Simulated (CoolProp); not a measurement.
Saturation properties of octamethylcyclotetrasiloxane (D4).

Model: reference Helmholtz-energy equation of state, Thol 2015, in CoolProp.

```csv
T (°C),p (MPa),liquid density (kg/m³),vapour density (kg/m³)
132.75,0.02922,822.6,2.650
135.15,0.03161,819.6,2.855
137.45,0.03404,816.6,3.063
139.85,?,813.5,3.293
142.25,0.03960,?,3.537
144.65,0.04263,807.3,3.795
146.95,0.04571,?,4.056
149.35,0.04911,801.2,?
151.75,0.05271,798.0,4.647
154.15,0.05651,794.8,4.967
156.45,?,791.8,5.290
158.85,0.06458,788.6,?
161.25,0.06904,785.3,6.019
163.55,0.07353,782.2,6.396
165.95,?,778.9,6.809
```

Q: Fill in the missing entries.

A: 
- 139.85, p (MPa): 0.03673
- 142.25, liquid density (kg/m³): 810.4
- 146.95, liquid density (kg/m³): 804.3
- 149.35, vapour density (kg/m³): 4.343
- 156.45, p (MPa): 0.06035
- 158.85, vapour density (kg/m³): 5.645
- 165.95, p (MPa): 0.07847

It boils at 175.7 °C under 1 atm.
